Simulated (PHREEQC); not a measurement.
Consider water at 25 °C with 0.015 mol/kgw Na2SO4, 0.013 mol/kgw KCl and 0.00048 mol/kgw MnSO4. Closed to the air; pH follows from the charge balance.

All values are PHREEQC results (ion-association model, phreeqc.dat), not measurements.

**Question.** The ionic strength comes out as 0.0564 mol/kgw. What activity coefficients do Cl-, NaSO4-, Mn+2, SO4-2, Na+ get?

**Answer.** Cl- 0.81, NaSO4- 0.82, Mn+2 0.47, SO4-2 0.45, Na+ 0.82.

No solid was allowed to form. Species that the database lacks are ignored.
